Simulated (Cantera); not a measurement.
Hydrocarbon pyrolysis for carbon deposition

A perfectly stirred reactor is fed with 22.2 % C₂H₆, 77.8 % N₂, at 100.0 Torr; it is held at 1650 K, and followed from long to short residence time.

Detailed kinetics in Cantera: GRI-Mech 3.0 (53 species, 325 reactions). GRI-Mech 3.0 stops at C3 and has no aromatics, soot or wall deposition, so with more carbon than oxygen in the feed, carbon stays in small species such as C2H2 where larger ones or solid carbon would form.

| τ (s) | x C₂H₆ | x CH₃ | x H | x C₂H | x CH₄ |
|---|---|---|---|---|---|
| 1.7 | 2.63e-5 | 0.000249 | 0.000196 | 4.41e-7 | 0.0179 |
| 0.66 | 6.07e-5 | 0.000384 | 0.000229 | 5.18e-7 | 0.0231 |
| 0.26 | 0.000137 | 0.000587 | 0.000268 | 6.13e-7 | 0.0293 |
| 0.10 | 0.000315 | 0.000907 | 0.000312 | 7.25e-7 | 0.0371 |
| 0.040 | 0.000704 | 0.00137 | 0.000358 | 8.41e-7 | 0.0463 |
| 0.016 | 0.00158 | 0.00207 | 0.000403 | 9.60e-7 | 0.0567 |
| 0.0061 | 0.00372 | 0.00318 | 0.000450 | 1.07e-6 | 0.0678 |
| 0.0024 | 0.00858 | 0.00480 | 0.000488 | 1.12e-6 | 0.0758 |
| 0.00094 | 0.0198 | 0.00724 | 0.000506 | 1.04e-6 | 0.0768 |
| 0.00037 | 0.0442 | 0.0106 | 0.000490 | 7.78e-7 | 0.0655 |
x: mole fraction; the columns are a selection and need not sum to one.
